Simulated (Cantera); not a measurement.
Cantera run:

```python
import numpy as np
import cantera as ct

gas_names = """
    CrO3 NH3 NO OH
""".split()
cond_names = """
    Cr(cr) Cr(L)
""".split()


# ... load() reads the species with a 1 bar reference pressure and builds the phases ...
species = {s.name: s for s in load("nasa_gas.yaml", gas_names) + load("nasa_condensed.yaml", cond_names)}
# Each term lists the table entries of one substance; the one whose range holds T is used.
reactions = {
    '4 CrO3(g) + 3 NH3(g) = 3 NO(g) + 4 Cr + 9 OH(g)':
        [(-4, ['CrO3']), (-3, ['NH3']), (3, ['NO']), (4, ['Cr(cr)', 'Cr(L)']), (9, ['OH'])],
}


def pick(names, T):
    return next(species[n] for n in names if species[n].thermo.min_temp <= T <= species[n].thermo.max_temp)


results = []
for label, terms in reactions.items():
    print(label)
    print("     T/K   dH/kJ  dS/(J/K)   dG/kJ   log10 K")
    for T in [2550, 2650, 2750, 2850, 2950]:
        used = [(nu, pick(names, T)) for nu, names in terms]
        dH = sum(nu * s.thermo.h(T) for nu, s in used) / 1e6
        dS = sum(nu * s.thermo.s(T) for nu, s in used) / 1e3
        dG = dH - T * dS / 1e3
        logK = -dG * 1e6 / (ct.gas_constant * T * np.log(10))
        results.append((label, T, dH, dS, dG, logK, [s.name for _, s in used]))
        print(f"{T:8g} {dH:8.1f} {dS:8.1f} {dG:8.1f} {logK:8.2f}")
```

Result:

```
4 CrO3(g) + 3 NH3(g) = 3 NO(g) + 4 Cr + 9 OH(g)
     T/K   dH/kJ  dS/(J/K)   dG/kJ   log10 K
    2550   2129.3    890.6   -141.6     2.90
    2650   2132.8    891.9   -230.8     4.55
    2750   2136.4    893.2   -320.0     6.08
    2850   2139.9    894.5   -409.4     7.50
    2950   2143.5    895.7   -498.9     8.83
```

Standard-state values (1 bar) from the NASA 1993 polynomials, evaluated with Cantera. Condensed species are held in their standard states even where they would react or evaporate.
